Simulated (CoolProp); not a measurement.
Water at several states: Z from the reference equation and from simpler models built on Tc = 647.1 K, pc = 22060 kPa, ω = 0.344; each cubic takes its own stable root.

The numbers come from the reference Helmholtz-energy equation of state, Wagner 2002 in CoolProp.

| T (K) | p (kPa) | phase | reference | van der Waals | Redlich-Kwong | Soave-Redlich-Kwong |
|---|---|---|---|---|---|---|
| 803.8 | 2900 | gas | 0.9810 | 0.9769 | 0.9763 | 0.9806 |
| 450 | 63100 | liquid | [?] | [?] | [?] | [?] |
| 287.6 | 37300 | liquid | [?] | [?] | [?] | [?] |

Q: What belongs in the gaps?

A: 
- 450, reference: 0.3281
- 450, van der Waals: 0.6644
- 450, Redlich-Kwong: 0.4698
- 450, Soave-Redlich-Kwong: 0.4525
- 287.6, reference: 0.2766
- 287.6, van der Waals: 0.5537
- 287.6, Redlich-Kwong: 0.3756
- 287.6, Soave-Redlich-Kwong: 0.3674
